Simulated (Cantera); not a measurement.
A Cantera script and its output.

```python
import numpy as np
import cantera as ct

gas = ct.Solution("h2o2.yaml")
gas.TPX = 975, 1333, {'H2': 0.46, 'O2': 1}
reactor = ct.IdealGasConstPressureReactor(gas, energy="off", clone=False)
net = ct.ReactorNet([reactor])
net.rtol, net.atol = 1e-08, 1e-18
show = ['H2', 'O2', 'H2O2', 'OH', 'HO2', 'H2O', 'H']
times = np.geomspace(0.0003, 3, 12)

steps = ct.SolutionArray(gas, extra=["t"])
rows = []
print(f"{'t/s':>10s}{'T/K':>9s}{'P/Pa':>11s}" + "".join(f"{s:>11s}" for s in show))
for t in times:
    while net.time < t:
        t_next = net.step()
        steps.append(gas.state, t=t_next)
    rows.append([np.interp(t, steps.t, y) for y in (steps.T, steps.P, *steps(*show).X.T)])
    print(f"{t:10.3e}{rows[-1][0]:9.1f}{rows[-1][1]:11.4g}" + "".join(f"{x:11.3e}" for x in rows[-1][2:]))
rate = np.gradient(steps.T, steps.t)
print("integrator steps:", len(steps.t))
if steps.T.max() > steps.T[0] + 200:
    print(f"time of steepest temperature rise: {steps.t[rate.argmax()]:.4e} s")
gas.TPX = 975, 1333, {'H2': 0.46, 'O2': 1}
gas.equilibrate("TP")
print(f"equilibrium (TP): T = {gas.T:.1f} K  " + "  ".join(f"{s} {gas[s].X[0]:.3e}" for s in show))
```

Output:

```
       t/s      T/K       P/Pa         H2         O2       H2O2         OH        HO2        H2O          H
 3.000e-04    975.0       1333  3.151e-01  6.849e-01  1.113e-13  5.246e-11  3.171e-10  3.509e-10  5.164e-10
 6.930e-04    975.0       1333  3.151e-01  6.849e-01  6.162e-13  5.013e-10  7.969e-10  5.390e-09  4.620e-09
 1.601e-03    975.0       1333  3.151e-01  6.849e-01  7.339e-12  5.396e-08  1.086e-08  6.537e-07  4.934e-07
 3.699e-03    975.0       1333  2.812e-01  6.697e-01  8.248e-08  1.758e-03  7.376e-06  2.411e-02  1.810e-02
 8.544e-03    975.0       1333  1.318e-02  6.018e-01  6.481e-07  4.611e-03  2.203e-05  3.184e-01  4.319e-02
 1.974e-02    975.0       1333  1.818e-03  6.238e-01  8.853e-07  1.222e-03  1.796e-05  3.697e-01  1.248e-03
 4.560e-02    975.0       1333  2.515e-04  6.257e-01  5.940e-07  3.478e-04  6.882e-06  3.734e-01  3.894e-05
 1.053e-01    975.0       1333  4.201e-05  6.259e-01  3.063e-07  1.430e-04  1.891e-06  3.738e-01  2.668e-06
 2.433e-01    975.0       1333  7.271e-06  6.260e-01  1.452e-07  6.829e-05  4.909e-07  3.739e-01  2.733e-07
 5.621e-01    975.0       1333  1.363e-06  6.260e-01  6.826e-08  3.573e-05  1.407e-07  3.740e-01  3.769e-08
 1.299e+00    975.0       1333  3.219e-07  6.260e-01  3.265e-08  2.016e-05  4.649e-08  3.740e-01  6.692e-09
 3.000e+00    975.0       1333  9.820e-08  6.260e-01  1.587e-08  1.204e-05  1.718e-08  3.740e-01  1.422e-09
integrator steps: 1836
equilibrium (TP): T = 975.0 K  H2 1.677e-10  O2 6.260e-01  H2O2 6.929e-11  OH 5.226e-07  HO2 9.211e-10  H2O 3.740e-01  H 1.292e-13
```

Detailed kinetics in Cantera: the H2/O2 subset of GRI-Mech 3.0, which has no nitrogen chemistry. Radical loss at walls, strong at low pressure, is not modelled. The temperature is held fixed by assumption; the heat of reaction is taken as removed at once.
